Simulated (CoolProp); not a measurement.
Nitrogen at 298.15 K and 0.19 MPa flows at 3.4 m/s in a round tube of 100 mm bore and 15 µm roughness, fully developed (64/Re and Nu = 3.66 if laminar; Colebrook and Gnielinski if turbulent). Each further row changes one setting.

Model: reference Helmholtz-energy equation of state, Span 2000, in CoolProp.

```csv
case,Reynolds number,Darcy friction factor,pressure drop (Pa/m),heat-transfer coefficient (W/(m² K)),mass flow (kg/h)
as stated,41000,0.0223,2.77,(withheld),206
velocity 6.8 m/s,82000,0.0195,9.66,41.8,413
diameter 200 mm,82000,(withheld),1.19,(withheld),826
```

### Question
Some entries are withheld; supply them.

### Answer

- as stated, heat-transfer coefficient (W/(m² K)): 23.9
- diameter 200 mm, Darcy friction factor: 0.0191
- diameter 200 mm, heat-transfer coefficient (W/(m² K)): 20.5

Viscosity comes from a separate model (Lemmon 2004). Thermal conductivity comes from a separate model (Lemmon 2004).
